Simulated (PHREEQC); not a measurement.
0.068 g of hydrous ferric oxide (600 m²/g; 0.2 weak and 0.005 strong sites per Fe, Dzombak-Morel constants, diffuse double layer) in 1 kg of water with 0.1 mol/kgw of an inert sodium salt and 0.0027 mmol/kgw Na2SO4, at 25 °C; the pH is set by adding NaOH or the inert anion's acid. O2 is buffered at 0.21 atm. No CO2 enters from the air. No solid was allowed to form.

Base run: PHREEQC, ion-association model, wateq4f.dat. Each further column changes one thing. The table gives surface potential ψ (mV).

```tsv
pH	base	background salt from 0.1 to 0.01 mol/kgw	oxide from 0.068 to 0.34 g/kgw
3	151	202	152
4.33	140	173	141
5	125	150	126
5.67	104	123	105
7	52	60	52
8.33	-11	-12	-11
9	-42	-49	-42
9.67	-72	-84	-72
11	-120	-143	-120
```

The oxide is taken as insoluble; below pH 4 it would dissolve.
